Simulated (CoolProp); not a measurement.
Computed with CoolProp (reference Helmholtz-energy equation of state, Smukala 2000).

Question: Give the vapour pressure (bar), vapour density (kg/m³), enthalpy of vaporisation (kJ/kg), surface tension (mN/m) of saturated ethylene at -69.35, -54.85 °C.

Answer: 
```tsv
T (°C)	p (bar)	vapour density (kg/m³)	enthalpy of vaporisation (kJ/kg)	surface tension (mN/m)
-69.35	5.31	9.83	425	10.7
-54.85	9.03	16.5	395	8.41
```

Surface tension comes from a separate correlation (Mulero 2012).
